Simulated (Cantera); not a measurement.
**Premixed flame**

A freely propagating, adiabatic, planar premixed flame of 13.6 % CH₄, 18.1 % O₂, 68.3 % N₂, equivalence ratio 1.5, unburnt at 425 K and 1.01 bar; mixture-averaged transport, grid criteria slope 0.08 and curve 0.16, no radiation.

Computed with Cantera and GRI-Mech 3.0 (53 species, 325 reactions). Burning velocities carry a grid error of a few per cent, more on coarse grids.

```json
[
 {"z (mm)": "-3.01", "T (K)": "426", "u (m/s)": "0.212", "x CH₄": "0.136", "x O₂": "0.180", "x CO₂": "1.03e-6", "x N₂O": "<1e-8", "x NO": "<1e-8", "x H": "<1e-8"},
 {"z (mm)": "-2.01", "T (K)": "432", "u (m/s)": "0.217", "x CH₄": "0.134", "x O₂": "0.179", "x CO₂": "1.04e-5", "x N₂O": "<1e-8", "x NO": "<1e-8", "x H": "<1e-8"},
 {"z (mm)": "-1.51", "T (K)": "456", "u (m/s)": "0.230", "x CH₄": "0.131", "x O₂": "0.176", "x CO₂": "7.03e-5", "x N₂O": "<1e-8", "x NO": "1.07e-8", "x H": "<1e-8"},
 {"z (mm)": "-1.00", "T (K)": "581", "u (m/s)": "0.298", "x CH₄": "0.121", "x O₂": "0.166", "x CO₂": "0.000687", "x N₂O": "<1e-8", "x NO": "1.14e-7", "x H": "<1e-8"},
 {"z (mm)": "-0.502", "T (K)": "1032", "u (m/s)": "0.543", "x CH₄": "0.0828", "x O₂": "0.121", "x CO₂": "0.00548", "x N₂O": "<1e-8", "x NO": "1.46e-6", "x H": "7.75e-6"},
 {"z (mm)": "-0.251", "T (K)": "1402", "u (m/s)": "0.748", "x CH₄": "0.0493", "x O₂": "0.0774", "x CO₂": "0.0120", "x N₂O": "1.11e-8", "x NO": "3.15e-6", "x H": "0.000101"},
 {"z (mm)": "0", "T (K)": "1743", "u (m/s)": "0.940", "x CH₄": "0.0175", "x O₂": "0.0311", "x CO₂": "0.0211", "x N₂O": "1.49e-8", "x NO": "5.57e-6", "x H": "0.000754"},
 {"z (mm)": "0.251", "T (K)": "1906", "u (m/s)": "1.03", "x CH₄": "0.00508", "x O₂": "0.00837", "x CO₂": "0.0286", "x N₂O": "<1e-8", "x NO": "8.95e-6", "x H": "0.00145"},
 {"z (mm)": "0.502", "T (K)": "1957", "u (m/s)": "1.06", "x CH₄": "0.00236", "x O₂": "0.00228", "x CO₂": "0.0327", "x N₂O": "<1e-8", "x NO": "1.20e-5", "x H": "0.00139"},
 {"z (mm)": "1.00", "T (K)": "1983", "u (m/s)": "1.07", "x CH₄": "0.00130", "x O₂": "0.000292", "x CO₂": "0.0362", "x N₂O": "<1e-8", "x NO": "1.54e-5", "x H": "0.000908"},
 {"z (mm)": "2.01", "T (K)": "1991", "u (m/s)": "1.08", "x CH₄": "0.000940", "x O₂": "2.01e-5", "x CO₂": "0.0381", "x N₂O": "<1e-8", "x NO": "1.81e-5", "x H": "0.000538"},
 {"z (mm)": "4.01", "T (K)": "1991", "u (m/s)": "1.08", "x CH₄": "0.000703", "x O₂": "6.47e-7", "x CO₂": "0.0388", "x N₂O": "<1e-8", "x NO": "2.15e-5", "x H": "0.000417"},
 {"z (mm)": "8.03", "T (K)": "1990", "u (m/s)": "1.08", "x CH₄": "0.000444", "x O₂": "2.57e-7", "x CO₂": "0.0387", "x N₂O": "<1e-8", "x NO": "2.79e-5", "x H": "0.000400"}
]
```
x: mole fraction of selected species; z is measured from the peak of heat release.

```yaml
laminar_burning_velocity: 21.1 cm/s
thermal_thickness: 1.00 mm
peak x(H): 0.00149
grid_points: 121
```
